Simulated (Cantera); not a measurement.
A closed system holds: 1 mol Si3N4, 3.7 mol F2, a varied amount of N2, held at 38.0 Pa.

Cantera equilibrium calculation (NASA polynomials, part measured and part estimated; ideal gas, pure solids and liquids). Candidate condensed phases: Si, Si3N4; 16 gas species. The tables' values for SiF2, SiF3 are old estimates. Rates play no part.

### Question
What condenses at these points (T in K, n(N2) in mol): (1773, 3); (1723, 6.3); (1623, 3); (1548, 4.3); (1673, 3.6); (1523, 11)?

### Answer
```
T (K)  n(N2) in mol  condensed phases  Si condensed (%)
-----  ------------  ----------------  ----------------
1773              3          gas only               0.0
1723            6.3          gas only               0.0
1623              3                Si               6.5
1548            4.3             Si3N4              18.0
1673            3.6          gas only               0.0
1523             11             Si3N4              20.0
```
